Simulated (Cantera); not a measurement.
# Thermodynamics of calcination and drying, feed CaCO3 + C + O2

Feed: 1 mol CaCO3, 0.022 mol C, 1.5 mol O2, equilibrated at 800 K and 0.0980 bar.

Method: chemical equilibrium by Gibbs-energy minimisation in Cantera with the NASA 1993 tables (ideal gas, pure condensed phases). Candidate condensed phases: C, Ca, CaCO3, CaO; 15 gas species. Rates play no part.

```
Property                                    Value
--------------------------------------  ---------
x(O2)                                       0.985
x(CO2)                                     0.0147
n(CaCO3(calcite))                        1.00 mol
gas amount                              1.500 mol
log10 activity of C(graphite) (absent)     -27.65
log10 activity of Ca(s) (absent)           -36.11
```
